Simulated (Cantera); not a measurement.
What does this Cantera script print?

```python
import numpy as np
import cantera as ct

gas_names = """
    Cu CuO Cu2 H HO2 H2 H2O H2O2 O OH O2 O3
""".split()
cond_names = """
    Cu(cr) Cu(L) CuO(s) CuO2H2(s) Cu2O(s) Cu2O(L) H2O(s) H2O(L)
""".split()


# ... load() reads the species with a 1 bar reference pressure and builds the phases ...
atoms = {
    'CuO': {'Cu': 1, 'O': 1},
    'H2': {'H': 2},
}
top_T = {'CuO(s)': 1390}  # K; cautious upper limits of use, not melting points


# ... equilibrate(T, P, feed) seeds the gas with the atoms and calls Mixture.equilibrate('TP', solver="vcs", rtol=1e-11, max_steps=5000) ...
results = []
feed = {'CuO': 1, 'H2': 530}  # mol
T = 1900  # K
for P in [10, 68, 460, 3200, 22000, 150000, 1000000]:
    mix = equilibrate(T, P, feed)
    results.append((T, P, feed, dict(zip(mix.species_names, mix.species_moles))))

top = {s: max(r[3][s] / sum(r[3][g] for g in gas_names) for r in results) for s in gas_names}
cols = sorted((s for s in top if top[s] > 0.001), key=lambda s: -top[s])[:8]
seen = [c for c in cond_names if any(r[3].get(c, 0) > 1e-12 for r in results)]
print("log10 of partial pressures in bar; condensed amounts in mol")
print(f"{'P/Pa':>10s}" + "".join(f"{s[:9]:>10s}" for s in cols + seen))
for T, P, feed, n in results:
    ng = sum(n[g] for g in gas_names)
    print(f"{P:10.4g}" + "".join(f"{np.log10(max(n[s] / ng * P / 1e5, 1e-99)):10.3f}" for s in cols)
          + "".join(f"{n.get(c, 0):10.4g}" for c in seen))
```

Output:

```
log10 of partial pressures in bar; condensed amounts in mol
      P/Pa        H2         H       H2O        Cu     Cu(L)
        10    -4.036    -5.118    -6.745    -6.742         0
        68    -3.182    -4.692    -5.900    -5.899         0
       460    -2.344    -4.272    -5.065    -5.065         0
      3200    -1.498    -3.850    -4.221    -4.221         0
   2.2e+04    -0.660    -3.430    -3.383    -3.384         0
   1.5e+05     0.175    -3.013    -2.549    -2.792     0.425
     1e+06     0.999    -2.601    -1.724    -2.792    0.9139
```

Method: chemical equilibrium by Gibbs-energy minimisation in Cantera with the NASA 1993 tables (ideal gas, pure condensed phases).
